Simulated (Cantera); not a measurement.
# Premixed flame

A freely propagating, adiabatic, planar premixed flame of 12.9 % CH4, 0.414 % C2H6, 18.2 % O2, 68.4 % N2, unburnt at 525 K and 260000 Pa; mixture-averaged transport, grid criteria slope 0.08 and curve 0.16, no radiation.

Computed with Cantera and GRI-Mech 3.0 (53 species, 325 reactions). Burning velocities carry a grid error of a few per cent, more on coarse grids.

```json
[
 {"z (mm)": "-1.20", "T (K)": "526", "u (m/s)": "0.269", "x CH4": "0.129", "x C2H6": "0.00412", "x O2": "0.181", "x CO": "2.60e-5", "x CH2O": "5.01e-7", "x CH2CO": "2.96e-8"},
 {"z (mm)": "-0.802", "T (K)": "535", "u (m/s)": "0.276", "x CH4": "0.127", "x C2H6": "0.00409", "x O2": "0.180", "x CO": "0.000238", "x CH2O": "6.11e-6", "x CH2CO": "4.57e-7"},
 {"z (mm)": "-0.602", "T (K)": "562", "u (m/s)": "0.291", "x CH4": "0.124", "x C2H6": "0.00405", "x O2": "0.177", "x CO": "0.000987", "x CH2O": "3.12e-5", "x CH2CO": "2.78e-6"},
 {"z (mm)": "-0.401", "T (K)": "684", "u (m/s)": "0.360", "x CH4": "0.114", "x C2H6": "0.00390", "x O2": "0.166", "x CO": "0.00515", "x CH2O": "0.000214", "x CH2CO": "2.51e-5"},
 {"z (mm)": "-0.201", "T (K)": "1120", "u (m/s)": "0.604", "x CH4": "0.0786", "x C2H6": "0.00312", "x O2": "0.121", "x CO": "0.0254", "x CH2O": "0.00112", "x CH2CO": "0.000231"},
 {"z (mm)": "-0.100", "T (K)": "1487", "u (m/s)": "0.814", "x CH4": "0.0473", "x C2H6": "0.00203", "x O2": "0.0769", "x CO": "0.0471", "x CH2O": "0.00112", "x CH2CO": "0.000530"},
 {"z (mm)": "0", "T (K)": "1824", "u (m/s)": "1.01", "x CH4": "0.0181", "x C2H6": "0.000436", "x O2": "0.0319", "x CO": "0.0698", "x CH2O": "0.000394", "x CH2CO": "0.000483"},
 {"z (mm)": "0.100", "T (K)": "1990", "u (m/s)": "1.11", "x CH4": "0.00622", "x C2H6": "4.26e-5", "x O2": "0.00943", "x CO": "0.0796", "x CH2O": "0.000116", "x CH2CO": "0.000152"},
 {"z (mm)": "0.201", "T (K)": "2046", "u (m/s)": "1.14", "x CH4": "0.00322", "x C2H6": "8.24e-6", "x O2": "0.00288", "x CO": "0.0815", "x CH2O": "4.57e-5", "x CH2CO": "5.78e-5"},
 {"z (mm)": "0.401", "T (K)": "2074", "u (m/s)": "1.15", "x CH4": "0.00188", "x C2H6": "1.33e-6", "x O2": "0.000422", "x CO": "0.0817", "x CH2O": "1.44e-5", "x CH2CO": "2.05e-5"},
 {"z (mm)": "0.802", "T (K)": "2080", "u (m/s)": "1.16", "x CH4": "0.00126", "x C2H6": "3.07e-7", "x O2": "2.89e-5", "x CO": "0.0819", "x CH2O": "5.74e-6", "x CH2CO": "9.23e-6"},
 {"z (mm)": "1.60", "T (K)": "2078", "u (m/s)": "1.16", "x CH4": "0.000799", "x C2H6": "1.00e-7", "x O2": "8.92e-7", "x CO": "0.0832", "x CH2O": "3.02e-6", "x CH2CO": "5.03e-6"},
 {"z (mm)": "3.21", "T (K)": "2074", "u (m/s)": "1.16", "x CH4": "0.000388", "x C2H6": "2.23e-8", "x O2": "3.94e-7", "x CO": "0.0853", "x CH2O": "1.34e-6", "x CH2CO": "1.97e-6"}
]
```
x: mole fraction of selected species; z is measured from the peak of heat release.

| Quantity | Result |
|---|---|
| laminar burning velocity | 26.8 cm/s |
| thermal thickness | 0.401 mm |
| peak x(CO) | 0.0869 |
| peak x(CH2O) | 0.00127 |
| peak x(CH2CO) | 0.000610 |
| grid points | 121 |
